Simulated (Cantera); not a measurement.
# Equilibrium for iron carbonyl, mercury and lead vapours: PbO + CO + H₂

Input: 1 mol PbO, 0.054 mol CO, 4.2 mol H₂, at 0.00190 bar.

Method: chemical equilibrium by Gibbs-energy minimisation in Cantera with the NASA 1993 tables (ideal gas, pure condensed phases). Candidate condensed phases: C, C₆H₆, C₇H₈, C₈H₁₈, H₂O, Pb, PbO, PbO₂, Pb₃O₄; 113 gas species. Kinetics and transport are ignored.

```
T (K)  log p H₂  log p H₂O  log p Pb  log p CO  log p CO₂  n Pb(l)
-----  --------  ---------  --------  --------  ---------  -------
923       -2.84      -3.36     -5.60     -4.83      -5.03    0.994
973       -2.84      -3.36     -5.06     -4.79      -5.10    0.980
1023      -2.85      -3.36     -4.57     -4.77      -5.17    0.939
1073      -2.86      -3.37     -4.14     -4.76      -5.24    0.830
1123      -2.89      -3.40     -3.74     -4.77      -5.32    0.547
1173      -2.94      -3.45     -3.44     -4.80      -5.42        0
1223      -2.94      -3.45     -3.44     -4.79      -5.47        0
1273      -2.94      -3.45     -3.44     -4.78      -5.51        0
1323      -2.94      -3.45     -3.44     -4.78      -5.55        0
```
log p: log10 of the partial pressure in bar; n: condensed amount in mol.

From 923 K to 1123 K the condensed part is Pb(l). From 1173 K to 1323 K nothing is condensed. The main Pb-bearing gas is Pb throughout.
